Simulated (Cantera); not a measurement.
An isothermal, constant-pressure homogeneous reactor starts with H₂ : O₂ = 0.073 : 1 (molar parts), equivalence ratio 0.036, at 1225 K and 0.0263 atm.

Cantera simulation using GRI-Mech 3.0 (53 species, 325 reactions); the numbers are that mechanism's predictions, not measurements. Radical loss at walls, strong at low pressure, is not modelled. The temperature is held fixed by assumption; the heat of reaction is taken as removed at once.

x: mole fraction; the columns are a selection and need not sum to one.

```json
[
 {"t (s)": "5.00e-6", "x H₂": "0.0680", "x O₂": "0.932", "x O": "1.06e-10", "x OH": "1.02e-10", "x H₂O₂": "<1e-12", "x H₂O": "7.70e-12"},
 {"t (s)": "1.52e-5", "x H₂": "0.0680", "x O₂": "0.932", "x O": "8.26e-10", "x OH": "7.50e-10", "x H₂O₂": "<1e-12", "x H₂O": "1.78e-10"},
 {"t (s)": "4.59e-5", "x H₂": "0.0680", "x O₂": "0.932", "x O": "5.93e-9", "x OH": "[?]", "x H₂O₂": "2.66e-12", "x H₂O": "3.51e-9"},
 {"t (s)": "0.000139", "x H₂": "0.0680", "x O₂": "0.932", "x O": "6.57e-8", "x OH": "[?]", "x H₂O₂": "2.44e-11", "x H₂O": "8.20e-8"},
 {"t (s)": "0.000422", "x H₂": "0.0680", "x O₂": "0.932", "x O": "1.23e-5", "x OH": "[?]", "x H₂O₂": "2.80e-10", "x H₂O": "1.95e-5"},
 {"t (s)": "0.00128", "x H₂": "0.00285", "x O₂": "0.885", "x O": "0.0370", "x OH": "[?]", "x H₂O₂": "3.27e-7", "x H₂O": "0.0554"},
 {"t (s)": "0.00387", "x H₂": "0.00114", "x O₂": "0.895", "x O": "0.0300", "x OH": "[?]", "x H₂O₂": "2.27e-7", "x H₂O": "0.0618"},
 {"t (s)": "0.0117", "x H₂": "0.000520", "x O₂": "0.915", "x O": "0.0131", "x OH": "[?]", "x H₂O₂": "2.23e-7", "x H₂O": "0.0667"},
 {"t (s)": "0.0356", "x H₂": "0.000110", "x O₂": "0.926", "x O": "0.00272", "x OH": "[?]", "x H₂O₂": "1.57e-7", "x H₂O": "0.0694"},
 {"t (s)": "0.108", "x H₂": "1.49e-5", "x O₂": "0.929", "x O": "0.000372", "x OH": "[?]", "x H₂O₂": "6.92e-8", "x H₂O": "0.0701"},
 {"t (s)": "0.327", "x H₂": "2.16e-6", "x O₂": "0.929", "x O": "5.47e-5", "x OH": "[?]", "x H₂O₂": "2.34e-8", "x H₂O": "0.0703"},
 {"t (s)": "0.990", "x H₂": "4.02e-7", "x O₂": "0.930", "x O": "1.04e-5", "x OH": "[?]", "x H₂O₂": "7.33e-9", "x H₂O": "0.0704"},
 {"t (s)": "3.00", "x H₂": "9.39e-8", "x O₂": "0.930", "x O": "2.44e-6", "x OH": "[?]", "x H₂O₂": "2.30e-9", "x H₂O": "0.0704"}
]
```

Task: Some entries are withheld; supply them.

Result: 
- 4.59e-5, x OH: 4.67e-9
- 0.000139, x OH: 4.50e-8
- 0.000422, x OH: 8.21e-6
- 0.00128, x OH: 0.00593
- 0.00387, x OH: 0.00417
- 0.0117, x OH: 0.00284
- 0.0356, x OH: 0.00130
- 0.108, x OH: 0.000485
- 0.327, x OH: 0.000187
- 0.990, x OH: 8.12e-5
- 3.00, x OH: 3.95e-5
